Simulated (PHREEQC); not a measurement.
HCl is added in steps, without added water, to 1 kg of water holding 2.2 mmol/kgw HBr, 0.2 mmol/kgw NiCl2 and 0.59 mmol/kgw MnSO4, at 25 °C. No oxygen is let in. The system is closed to CO2. Only these solids could form: Pyrochroite, Ni(OH)2, Ni4(OH)6SO4, Morenosite.

Base run: PHREEQC, ion-association model, wateq4f.dat. Each further column changes one thing. The table gives HSO4- (mol/kgw).

| HCl added (mol) | base | NiCl2 replaced by SrCl2 at the same molality | MnSO4 from 0.00059 to 0.000649 mol/kgw | diluted 2-fold with water | no solid may form |
|---|---|---|---|---|---|
| 0 | 7.43e-5 | 7.42e-5 | 8.08e-5 | 2.21e-5 | 7.43e-5 |
| 0.00125 | 0.000107 | 0.000107 | 0.000116 | 4.22e-5 | 0.000107 |
| 0.002917 | 0.000143 | 0.000143 | 0.000156 | 6.35e-5 | 0.000143 |
| 0.004167 | 0.000166 | 0.000165 | 0.000181 | 7.66e-5 | 0.000166 |
| 0.005833 | 0.000192 | 0.000192 | 0.000210 | 9.14e-5 | 0.000192 |
| 0.007083 | 0.000209 | 0.000209 | 0.000229 | 0.000101 | 0.000209 |
| 0.00875 | 0.000229 | 0.000229 | 0.000251 | 0.000112 | 0.000229 |
| 0.01 | 0.000242 | 0.000242 | 0.000266 | 0.000119 | 0.000242 |

 Solids allowed in the column 'NiCl2 replaced by SrCl2 at the same molality': Celestite, Pyrochroite.
